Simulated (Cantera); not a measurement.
A perfectly stirred reactor is fed with C3H8 : H2 = 1 : 0.48 (molar parts), at 0.0395 atm; it is held at 1000 K, and followed from long to short residence time.

Detailed kinetics in Cantera: GRI-Mech 3.0 (53 species, 325 reactions). GRI-Mech 3.0 was tuned for natural gas; its chemistry of propane as a main component is partial and can be far from experiment. GRI-Mech 3.0 stops at C3 and has no aromatics, soot or wall deposition, so with more carbon than oxygen in the feed, carbon stays in small species such as C2H2 where larger ones or solid carbon would form. Radical loss at walls, strong at low pressure, is not modelled.

x: mole fraction; the columns are a selection and need not sum to one.

```tsv
τ (s)	x C3H8	x H2	x H	x CH2	x C2H4
0.96	0.545	0.301	1.26e-7	9.04e-11	0.0773
0.48	0.604	0.311	1.23e-7	1.15e-10	0.0426
0.25	0.637	0.317	1.20e-7	1.32e-10	0.0232
0.12	0.657	0.321	1.17e-7	1.40e-10	___
0.063	0.666	0.323	1.13e-7	1.37e-10	0.00580
0.032	0.671	0.323	1.06e-7	1.24e-10	0.00278
0.016	0.674	0.324	___	9.77e-11	___
0.0082	0.675	0.324	7.31e-8	6.14e-11	0.000497
```

What belongs in the gaps?


- 0.12, x C2H4: 0.0113
- 0.016, x H: 9.28e-8
- 0.016, x C2H4: 0.00123
